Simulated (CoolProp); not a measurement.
Computed with CoolProp (reference Helmholtz-energy equation of state, Lemmon 2006). It is a short technical equation, of lower accuracy than the large ones.

Task: For nitrous oxide, give the phase and the cv (kJ/(kg K)), speed of sound (m/s), Joule-Thomson coefficient (K/MPa) at 500 K and 0.0185 MPa; 500 K and 0.532 MPa; 500 K and 2.24 MPa.

Result: 
- 500 K and 0.0185 MPa: gas; cv 0.853, speed of sound 340, Joule-Thomson coefficient 3.41
- 500 K and 0.532 MPa: gas; cv 0.855, speed of sound 339, Joule-Thomson coefficient 3.39
- 500 K and 2.24 MPa: gas; cv 0.860, speed of sound 337, Joule-Thomson coefficient 3.32
